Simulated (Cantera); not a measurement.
## Hydrocarbon pyrolysis for carbon deposition

An isothermal, constant-pressure homogeneous reactor starts with C2H6 : N2 : H2O = 1 : 3 : 0.18 (molar parts), at 1150 K and 20.0 Torr.

Detailed kinetics in Cantera: GRI-Mech 3.0 (53 species, 325 reactions). GRI-Mech 3.0 stops at C3 and has no aromatics, soot or wall deposition, so with more carbon than oxygen in the feed, carbon stays in small species such as C2H2 where larger ones or solid carbon would form. Radical loss at walls, strong at low pressure, is not modelled.

```json
[
 {"t (s)": "2.00e-6", "x C2H6": "0.239", "x C2H": "<1e-12", "x H2": "1.47e-12", "x C2H2": "<1e-12", "x HCN": "<1e-12"},
 {"t (s)": "8.25e-6", "x C2H6": "0.239", "x C2H": "<1e-12", "x H2": "2.10e-11", "x C2H2": "<1e-12", "x HCN": "<1e-12"},
 {"t (s)": "3.40e-5", "x C2H6": "0.239", "x C2H": "<1e-12", "x H2": "5.98e-10", "x C2H2": "<1e-12", "x HCN": "<1e-12"},
 {"t (s)": "0.000140", "x C2H6": "0.239", "x C2H": "<1e-12", "x H2": "4.38e-8", "x C2H2": "<1e-12", "x HCN": "<1e-12"},
 {"t (s)": "0.000579", "x C2H6": "0.239", "x C2H": "<1e-12", "x H2": "2.97e-6", "x C2H2": "3.15e-12", "x HCN": "<1e-12"},
 {"t (s)": "0.00239", "x C2H6": "0.239", "x C2H": "<1e-12", "x H2": "0.000145", "x C2H2": "6.10e-9", "x HCN": "<1e-12"},
 {"t (s)": "0.00985", "x C2H6": "0.235", "x C2H": "<1e-12", "x H2": "0.00298", "x C2H2": "2.97e-6", "x HCN": "<1e-12"},
 {"t (s)": "0.0406", "x C2H6": "0.210", "x C2H": "1.76e-12", "x H2": "0.0209", "x C2H2": "0.000158", "x HCN": "3.56e-12"},
 {"t (s)": "0.168", "x C2H6": "0.127", "x C2H": "1.25e-11", "x H2": "0.0805", "x C2H2": "0.00229", "x HCN": "8.24e-12"},
 {"t (s)": "0.691", "x C2H6": "0.0137", "x C2H": "5.42e-11", "x H2": "0.167", "x C2H2": "0.0166", "x HCN": "1.24e-11"},
 {"t (s)": "2.85", "x C2H6": "0.000477", "x C2H": "2.86e-11", "x H2": "0.194", "x C2H2": "0.0388", "x HCN": "1.28e-11"},
 {"t (s)": "11.8", "x C2H6": "0.000159", "x C2H": "2.80e-11", "x H2": "0.215", "x C2H2": "0.0643", "x HCN": "1.25e-11"},
 {"t (s)": "48.5", "x C2H6": "9.00e-5", "x C2H": "4.13e-11", "x H2": "0.252", "x C2H2": "0.109", "x HCN": "1.22e-11"},
 {"t (s)": "200", "x C2H6": "4.83e-5", "x C2H": "4.00e-11", "x H2": "0.267", "x C2H2": "0.129", "x HCN": "1.23e-11"}
]
```
x: mole fraction; the columns are a selection and need not sum to one.

Equilibrium at this temperature and pressure: C2H6 2.15e-5, C2H 6.99e-12, H2 0.240, C2H2 0.0683, HCN 0.0607 (gas phase only).
